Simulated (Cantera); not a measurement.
Input (Python, Cantera):

```python
import numpy as np
import cantera as ct

gas = ct.Solution("gri30.yaml")
gas.TPX = 1348, 19000, {'N2O': 1}
inlet = ct.Reservoir(gas, clone=True)

reactor = ct.IdealGasConstPressureReactor(gas, energy="off", clone=False)
exhaust = ct.Reservoir(gas, clone=True)
tau = [5.4, 1.6, 0.5, 0.15, 0.047, 0.014, 0.0044][0]
for a, b in ((inlet, reactor), (reactor, exhaust)):
    ct.MassFlowController(a, b, mdot=lambda t: reactor.mass / tau)
net = ct.ReactorNet([reactor])
show = ['N2O', 'NO', 'O2', 'O', 'NO2', 'N2']

rows = []
print(f"{'tau/s':>10s}{'T/K':>9s}" + "".join(f"{s:>11s}" for s in show))
for tau in [5.4, 1.6, 0.5, 0.15, 0.047, 0.014, 0.0044]:
    net.initial_time = 0.0
    net.advance(30 * tau)
    before = gas.X
    net.advance(40 * tau)
    drift = np.max(np.abs(gas.X - before) / (gas.X + 1e-9))
    rows.append([gas.T, *gas[show].X, drift])
    print(f"{tau:10.3e}{gas.T:9.1f}" + "".join(f"{x:11.3e}" for x in gas[show].X))
```

Result:

```
     tau/s      T/K        N2O         NO         O2          O        NO2         N2
 5.400e+00   1348.0  9.354e-02  8.555e-02  2.592e-01  9.781e-06  1.542e-04  5.615e-01
 1.600e+00   1348.0  2.413e-01  8.042e-02  2.126e-01  1.202e-05  1.393e-04  4.655e-01
 5.000e-01   1348.0  4.936e-01  5.631e-02  1.406e-01  1.317e-05  9.327e-05  3.094e-01
 1.500e-01   1348.0  7.616e-01  2.699e-02  6.594e-02  1.363e-05  4.162e-05  1.455e-01
 4.700e-02   1348.0  9.102e-01  1.022e-02  2.479e-02  1.378e-05  1.368e-05  5.473e-02
 1.400e-02   1348.0  9.714e-01  3.257e-03  7.886e-03  1.381e-05  3.078e-06  1.742e-02
 4.400e-03   1348.0  9.908e-01  1.042e-03  2.521e-03  1.378e-05  5.158e-07  5.579e-03
```

Detailed kinetics in Cantera: GRI-Mech 3.0 (53 species, 325 reactions). GRI-Mech 3.0 was tuned for natural gas; its chemistry of N2O as a main component is partial and can be far from experiment. The mechanism lacks the step 2 NO + O2 → 2 NO2, which can matter for NO2 below about 1400 K. The temperature is held fixed by assumption; the heat of reaction is taken as removed at once.
